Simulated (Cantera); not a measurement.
# Diamond growth

A diamond (100) surface in a fixed gas of H2 with x(CH4) = 0.016, x(H) = 0.001, x(CH3) = 1.6e-05, at 1075 K; coverages are run to steady state.

Model: the Harris–Goodwin 1993 mechanism for the reconstructed diamond (100) surface, integrated in Cantera.

```tsv
P (Pa)	growth (µm/h)	θ c6HH	θ c6H*	θ c6*H	θ c6**	θ c6HM
490	0.00608	0.540	0.0250	0.421	0.0139	0.000506
940	0.0181	0.539	0.0250	0.420	0.0139	0.000903
1800	0.0538	0.539	0.0250	0.420	0.0138	0.00152
3500	0.157	0.538	0.0249	0.419	0.0138	0.00239
6700	0.413	0.538	0.0249	0.419	0.0138	0.00337
13000	1.01	0.537	0.0249	0.418	0.0138	0.00429
25000	2.24	0.536	0.0249	0.418	0.0138	0.00500
48000	4.69	0.536	0.0249	0.417	0.0138	0.00546
```
θ: site fractions in the mechanism's names (c6HH fully hydrogenated, c6H* and c6*H radical sites, c6** diradical, c6HM methylated).
